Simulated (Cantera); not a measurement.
Charge: 1 mol BN, 0.83 mol Cl2, 13 mol H2, held at 2048.15 K and 10000 Pa.

Cantera equilibrium calculation (NASA polynomials, part measured and part estimated; ideal gas, pure solids and liquids). Candidate condensed phases: B, BN, NH4Cl; 21 gas species. The tables' values for BCl, BCl2, BH2 are old estimates; treat these amounts as uncertain. Rates play no part.

What is the equilibrium state?


```json
{
  "x(H2)": "0.871",
  "x(HCl)": "0.108",
  "x(BCl)": "0.00820",
  "x(H)": "0.00661",
  "x(N2)": "0.00459",
  "x(Cl)": "0.000610",
  "x(BCl2)": "0.000494",
  "x(BH2)": "0.000384",
  "x(BCl3)": "9.60e-5",
  "n(BN(s))": "0.871 mol",
  "gas_amount": "14.00 mol",
  "log10 activity of B(s) (absent)": "-0.14"
}
```
